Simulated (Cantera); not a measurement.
A perfectly stirred reactor is fed with 35.7 % CH₄, 64.3 % CO₂, at 1800 Torr; it is held at 1700 K, and followed from long to short residence time.

Computed with Cantera and GRI-Mech 3.0 (53 species, 325 reactions).

One state of this run: x CH₄ = 0.0599; x CO₂ = 0.231; x OH = 2.47e-6; x HO₂ = <1e-12; x C₂H₂ = 0.0772; x H₂O₂ = 2.92e-12. x: mole fraction; the columns are a selection and need not sum to one.

### Question
Which value of τ (s) does it belong to?
A. 0.43
B. 0.069
C. 0.17
D. 0.028

### Answer
B, 0.069
